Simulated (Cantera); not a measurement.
Source: NASA polynomial tables (part measured, part estimated), evaluated in Cantera. Values are per mole of reaction as written; species without (g) are pure solids or liquids, kept so even where they would boil at 1 bar. VN: taken at fixed stoichiometry.

V2O3 + N2(g) + 3 H2O(g) → 2 VN + 3 H2O2(g)

| T (K) | ΔH° (kJ) | ΔS° (J/K) | ΔG° (kJ) | log10 K |
|---|---|---|---|---|
| 1473 | 1093.1 | -95.4 | 1233.7 | -43.75 |
| 1523 | … | … | … | … |
| 1573 | … | … | … | … |
| 1623 | 1092.5 | -95.8 | 1248.0 | -40.17 |
| 1673 | … | … | … | … |
| 1723 | 1091.9 | -96.2 | 1257.6 | -38.13 |
| 1773 | 1091.6 | -96.4 | 1262.4 | -37.19 |

Problem. Some entries are withheld; supply them.

Solution. 
- 1523, ΔH° (kJ): 1093.0
- 1523, ΔS° (J/K): -95.5
- 1523, ΔG° (kJ): 1238.5
- 1523, log10 K: -42.48
- 1573, ΔH° (kJ): 1092.8
- 1573, ΔS° (J/K): -95.7
- 1573, ΔG° (kJ): 1243.2
- 1573, log10 K: -41.28
- 1673, ΔH° (kJ): 1092.2
- 1673, ΔS° (J/K): -96.0
- 1673, ΔG° (kJ): 1252.8
- 1673, log10 K: -39.12
